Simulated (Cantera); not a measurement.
A closed system holds: 1 mol PbO, a varied amount of H2, held at 2025 K and 1.00 bar.

Cantera equilibrium calculation (NASA polynomials, part measured and part estimated; ideal gas, pure solids and liquids). Candidate condensed phases: H2O, Pb, PbO, PbO2, Pb3O4; 12 gas species. Rates play no part.

x: gas mole fraction; nothing condenses.

```json
[
 {"n(H2) (mol)": "26", "x H2": "0.924", "x H2O": "0.0370", "x Pb": "0.0370", "x H": "0.00185", "x OH": "7.74e-6", "x PbO": "7.37e-6"},
 {"n(H2) (mol)": "35", "x H2": "0.943", "x H2O": "0.0277", "x Pb": "0.0277", "x H": "0.00187", "x OH": "5.75e-6", "x PbO": "4.06e-6"},
 {"n(H2) (mol)": "48", "x H2": "0.957", "x H2O": "0.0204", "x Pb": "0.0204", "x H": "0.00188", "x OH": "4.19e-6", "x PbO": "2.16e-6"},
 {"n(H2) (mol)": "66", "x H2": "0.968", "x H2O": "0.0149", "x Pb": "0.0149", "x H": "0.00189", "x OH": "3.05e-6", "x PbO": "1.14e-6"},
 {"n(H2) (mol)": "90", "x H2": "0.976", "x H2O": "0.0110", "x Pb": "0.0110", "x H": "0.00190", "x OH": "2.23e-6", "x PbO": "6.14e-7"},
 {"n(H2) (mol)": "120", "x H2": "0.982", "x H2O": "(withheld)", "x Pb": "(withheld)", "x H": "0.00191", "x OH": "(withheld)", "x PbO": "(withheld)"},
 {"n(H2) (mol)": "170", "x H2": "0.986", "x H2O": "0.00584", "x Pb": "0.00584", "x H": "0.00191", "x OH": "1.18e-6", "x PbO": "1.72e-7"},
 {"n(H2) (mol)": "230", "x H2": "0.989", "x H2O": "0.00432", "x Pb": "0.00432", "x H": "0.00191", "x OH": "8.75e-7", "x PbO": "9.41e-8"},
 {"n(H2) (mol)": "320", "x H2": "0.992", "x H2O": "(withheld)", "x Pb": "(withheld)", "x H": "0.00192", "x OH": "(withheld)", "x PbO": "(withheld)"},
 {"n(H2) (mol)": "430", "x H2": "0.993", "x H2O": "0.00232", "x Pb": "0.00232", "x H": "0.00192", "x OH": "4.68e-7", "x PbO": "2.69e-8"},
 {"n(H2) (mol)": "600", "x H2": "0.995", "x H2O": "0.00166", "x Pb": "0.00166", "x H": "0.00192", "x OH": "3.35e-7", "x PbO": "1.38e-8"},
 {"n(H2) (mol)": "820", "x H2": "0.996", "x H2O": "0.00122", "x Pb": "0.00122", "x H": "0.00192", "x OH": "2.45e-7", "x PbO": "7.40e-9"},
 {"n(H2) (mol)": "1100", "x H2": "0.996", "x H2O": "0.000907", "x Pb": "0.000907", "x H": "0.00192", "x OH": "1.83e-7", "x PbO": "4.11e-9"}
]
```

Problem. Some entries are withheld; supply them.

Solution. 
- 320, x H2O: 0.00311
- 320, x Pb: 0.00311
- 320, x OH: 6.29e-7
- 320, x PbO: 4.86e-8
- 120, x H2O: 0.00825
- 120, x Pb: 0.00826
- 120, x OH: 1.68e-6
- 120, x PbO: 3.46e-7
